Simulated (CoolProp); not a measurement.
A single-stage vapour-compression cycle with n-perfluorobutane: evaporating at 329.15 K (dew point), condensing at 360.15 K (bubble point), superheat 8 K, subcooling 0 K, compressor efficiency 0.9, no pressure losses. Each further row changes one setting.

Model: reference Helmholtz-energy equation of state, Gao 2022, in CoolProp.

```json
[
 {"case": "as stated", "cooling COP": "5.99", "pressure ratio": "2.07", "discharge temperature (K)": "360.2", "refrigerating effect (kJ/kg)": "43.1", "volumetric capacity (kJ/m³)": "2870"},
 {"case": "evaporating temperature 334.15 K", "cooling COP": "7.81", "pressure ratio": "?", "discharge temperature (K)": "360.2", "refrigerating effect (kJ/kg)": "?", "volumetric capacity (kJ/m³)": "3560"},
 {"case": "condensing temperature 355.15 K", "cooling COP": "7.96", "pressure ratio": "?", "discharge temperature (K)": "355.2", "refrigerating effect (kJ/kg)": "49.8", "volumetric capacity (kJ/m³)": "3320"},
 {"case": "subcooling 5 K", "cooling COP": "?", "pressure ratio": "2.07", "discharge temperature (K)": "360.2", "refrigerating effect (kJ/kg)": "50.0", "volumetric capacity (kJ/m³)": "3330"},
 {"case": "superheat 18 K", "cooling COP": "6.77", "pressure ratio": "2.07", "discharge temperature (K)": "?", "refrigerating effect (kJ/kg)": "52.8", "volumetric capacity (kJ/m³)": "3330"},
 {"case": "compressor efficiency 0.8", "cooling COP": "5.32", "pressure ratio": "2.07", "discharge temperature (K)": "360.2", "refrigerating effect (kJ/kg)": "43.1", "volumetric capacity (kJ/m³)": "2870"}
]
```

Task: What belongs in the gaps?

Result: 
- evaporating temperature 334.15 K, pressure ratio: 1.83
- evaporating temperature 334.15 K, refrigerating effect (kJ/kg): 46.8
- condensing temperature 355.15 K, pressure ratio: 1.86
- subcooling 5 K, cooling COP: 6.94
- superheat 18 K, discharge temperature (K): 364.5

The compression ends wet for: as stated; evaporating temperature 334.15 K; condensing temperature 355.15 K; subcooling 5 K; compressor efficiency 0.8.
